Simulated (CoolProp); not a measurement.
The numbers come from the reference Helmholtz-energy equation of state, Fiedler 2023 in CoolProp.

### Question
Give the vapour pressure (MPa), liquid density (kg/m³), vapour density (kg/m³) of saturated tetrahydrofuran at 471.7 K.

### Answer
```json
[
 {"T (K)": "471.7", "p (MPa)": "1.98", "liquid density (kg/m³)": "650", "vapour density (kg/m³)": "48.7"}
]
```
